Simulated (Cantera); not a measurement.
Feed: 1 mol BCl3, 0.46 mol N2, 52 mol H2, equilibrated at 1225 K.

Cantera equilibrium calculation (NASA polynomials, part measured and part estimated; ideal gas, pure solids and liquids). Candidate condensed phases: B, BN, NH4Cl; 21 gas species. N2 is the only nitrogen source here; it is nearly inert below about 1500 K, so the nitride shown seldom forms there in practice. Mutual solubility and eutectic melting of coexisting phases are not modelled. Gases not in the tables: BHCl2. Rates play no part.

### Question
Which condensed phases are stable at each of these points (P (Pa)): 10, 46, 220, 1000, 4600, 22000, 100000?

### Answer
```
P (Pa)  condensed phases  B condensed (%)
------  ----------------  ---------------
10          B(s) + BN(s)             99.6
46          B(s) + BN(s)             99.3
220         B(s) + BN(s)             98.6
1000        B(s) + BN(s)             97.2
4600        B(s) + BN(s)             94.5
22000              BN(s)             92.0
100000             BN(s)             92.0
```

From 0.000100 bar to 0.0460 bar the condensed part is B(s) + BN(s). From 0.220 bar to 1.00 bar the condensed part is BN(s).
